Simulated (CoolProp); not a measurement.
The numbers come from the reference Helmholtz-energy equation of state, Akasaka 2015 in CoolProp.

**Question.** For R245fa, give the phase and the density (kg/m³), Joule-Thomson coefficient (K/MPa), isothermal compressibility (1/MPa), Prandtl number at 382.5 K and 484 kPa.

**Answer.** 
- 382.5 K and 484 kPa: gas; density 21.9, Joule-Thomson coefficient 13.2, isothermal compressibility 2.23, Prandtl number 0.689

Viscosity comes from a separate model (Bell 2016), an estimate that may be off by 10 % or more. Thermal conductivity comes from a separate model (Huber 2003), an estimate that may be off by 10 % or more.
